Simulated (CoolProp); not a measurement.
A simple Rankine cycle with R142b: condensing at 312.15 K, boiler at 1.45 MPa, turbine inlet 469 K, turbine efficiency 0.8, pump efficiency 0.7, no recuperator. Each further row changes one setting.

Model: reference Helmholtz-energy equation of state, Lemmon 2006, in CoolProp. It is a short technical equation, of lower accuracy than the large ones.

| case | thermal efficiency (%) | net work (kJ/kg) | heat in (kJ/kg) | turbine exit temperature (K) | volume ratio over the turbine |
|---|---|---|---|---|---|
| as stated | 8.2 | ___ | 344 | 435.1 | ___ |
| condensing temperature 304.15 K | ___ | 34.1 | 355 | 428.3 | 3.46 |
| boiler pressure 1.01 MPa | ___ | ___ | 348 | 447.3 | ___ |
| turbine efficiency 0.7 | ___ | 24.4 | 344 | 438.5 | ___ |

**Question.** Some entries are withheld; supply them.

**Answer.** 
- as stated, net work (kJ/kg): 28.0
- as stated, volume ratio over the turbine: 2.78
- condensing temperature 304.15 K, thermal efficiency (%): 9.6
- boiler pressure 1.01 MPa, thermal efficiency (%): 5.5
- boiler pressure 1.01 MPa, net work (kJ/kg): 19.1
- boiler pressure 1.01 MPa, volume ratio over the turbine: 1.94
- turbine efficiency 0.7, thermal efficiency (%): 7.1
- turbine efficiency 0.7, volume ratio over the turbine: 2.80
